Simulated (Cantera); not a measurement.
**Premixed flame**

A freely propagating, adiabatic, planar premixed flame of H2 : O2 : N2 = 1 : 0.294 : 1.2 (molar parts), equivalence ratio 1.7, unburnt at 450 K and 1130 Torr; mixture-averaged transport, grid criteria slope 0.08 and curve 0.16, no radiation.

Detailed kinetics in Cantera: the H2/O2 subset of GRI-Mech 3.0, which has no nitrogen chemistry. Burning velocities carry a grid error of a few per cent, more on coarse grids.

```csv
z (mm),T (K),u (m/s),x H2,x O2,x HO2,x O,x H,x OH
-0.706,450,5.44,0.401,0.118,<1e-8,<1e-8,<1e-8,<1e-8
-0.470,450,5.44,0.401,0.118,<1e-8,<1e-8,<1e-8,<1e-8
-0.353,450,5.44,0.401,0.118,<1e-8,<1e-8,<1e-8,<1e-8
-0.235,450,5.44,0.401,0.118,1.94e-7,<1e-8,<1e-8,<1e-8
-0.118,477,5.72,0.395,0.118,0.000276,5.84e-6,5.36e-5,4.64e-5
-0.0588,761,8.85,0.358,0.112,0.000296,0.000248,0.00561,0.000945
0,1190,13.4,0.273,0.0790,0.000114,0.00257,0.0336,0.00203
0.0588,1485,16.6,0.189,0.0296,3.91e-5,0.00418,0.0634,0.00446
0.118,1626,18.1,0.158,0.00847,1.08e-5,0.00304,0.0709,0.00546
0.235,1753,19.4,0.154,0.00177,2.21e-6,0.00200,0.0632,0.00601
0.470,1872,20.5,0.161,0.000951,1.17e-6,0.00137,0.0490,0.00591
0.941,1984,21.6,0.168,0.000530,6.66e-7,0.000791,0.0350,0.00515
1.88,2076,22.4,0.174,0.000249,3.38e-7,0.000381,0.0232,0.00396
```
x: mole fraction of selected species; z is measured from the peak of heat release.

The laminar burning velocity comes out as 544 cm/s, the thermal thickness is 0.235 mm and the peak x(HO2) is 0.000493. The peak x(O) comes out as 0.00422. The peak x(H) is 0.0709 and the peak x(OH) is 0.00605.
